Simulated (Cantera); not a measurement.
Feed: 1 mol PbO, 37 mol H2, at 1775 °C and 0.600 bar.

These are equilibrium values from Cantera (NASA tables, ideal gas, pure condensed phases), not measurements of a reactor. Candidate condensed phases: H2O, Pb, PbO, PbO2, Pb3O4; 12 gas species. Rates play no part.

Base state: H2 0.945, Pb 0.0263, H2O 0.0263, H 0.00281 (mole fractions); condensed: gas only.

Question: What changes in the equilibrium state with this change: pressure from 0.600 bar to 0.00420 bar?

Answer: 
```
species   before     after
-------  -------  --------
H2         0.945     0.915
H        0.00281    0.0331
Pb        0.0263    0.0259
H2O       0.0263    0.0258
OH       8.51e-6  0.000101
```

Question: What changes in the equilibrium state with this change: pressure from 0.600 bar to 0.00133 bar?

Answer: 
```csv
species,before,after
H2,0.945,0.891
H,0.00281,0.0579
Pb,0.0263,0.0255
H2O,0.0263,0.0254
OH,8.51e-6,0.000179
```
